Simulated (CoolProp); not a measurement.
Vapour pressure (bar) of carbon monoxide: the reference equation beside estimates from Tc = 132.9 K, pc = 34.98 bar, ω = 0.050.

Model: reference Helmholtz-energy equation of state, Lemmon 2006, in CoolProp. It is a short technical equation, of lower accuracy than the large ones.

| T (K) | reference | van der Waals | Redlich-Kwong | Soave-Redlich-Kwong | Peng-Robinson |
|---|---|---|---|---|---|
| 79.5 | 0.7887 | 2.992 | 0.6962 | 0.7840 | 0.8060 |
| 81.8 | 1.032 | (withheld) | 0.9345 | 1.027 | 1.050 |
| 84.1 | 1.329 | 4.111 | (withheld) | 1.324 | 1.347 |
| 86.4 | (withheld) | 4.764 | 1.591 | 1.682 | 1.704 |
| 88.7 | 2.112 | 5.483 | 2.024 | 2.109 | 2.128 |
| 91 | 2.613 | 6.270 | 2.539 | 2.612 | 2.627 |
| 93.3 | 3.197 | 7.128 | 3.142 | 3.200 | 3.210 |
| 95.6 | 3.871 | 8.059 | 3.843 | 3.881 | 3.883 |
| 97.9 | 4.645 | 9.065 | 4.649 | 4.663 | 4.655 |
| 100.1 | 5.484 | 10.10 | 5.526 | 5.513 | (withheld) |
| 102.4 | 6.474 | 11.26 | (withheld) | 6.516 | 6.484 |
| 104.7 | 7.587 | 12.50 | 7.722 | (withheld) | 7.599 |
| 107 | 8.831 | 13.83 | 9.020 | 8.909 | 8.848 |

Question: Some entries are withheld; supply them.

Answer: 
- 81.8, van der Waals: 3.521
- 84.1, Redlich-Kwong: 1.230
- 86.4, reference: 1.686
- 100.1, Peng-Robinson: 5.494
- 102.4, Redlich-Kwong: 6.560
- 104.7, Soave-Redlich-Kwong: 7.646

Absolute difference from the reference over all 13 rows, mean and median: van der Waals 139.8 and 123.0 %, Redlich-Kwong 3.8 and 2.1 %, Soave-Redlich-Kwong 0.4 and 0.4 %, Peng-Robinson 0.7 and 0.4 %.
